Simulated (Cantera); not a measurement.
An adiabatic, constant-pressure homogeneous reactor starts with 1.89 % C3H8, 20.6 % O2, 77.5 % N2, equivalence ratio 0.46, at 1525 K and 9.87 atm.

Model: GRI-Mech 3.0 (53 species, 325 reactions), integrated in Cantera. GRI-Mech 3.0 was tuned for natural gas; its chemistry of propane as a main component is partial and can be far from experiment.

One state of this run: T (K) = 2466; x C3H8 = <1e-12; x O2 = 0.108; x C2H4 = <1e-12; x C2H = <1e-12; x CH2 = <1e-12; x NO2 = 2.82e-6; x CH2CO = <1e-12. x: mole fraction; the columns are a selection and need not sum to one.

### Question
Which value of t (s) does it belong to?
(A) 2.00e-6
(B) 5.11e-6
(C) 0.000559
(D) 1.31e-5

### Answer
C, 0.000559
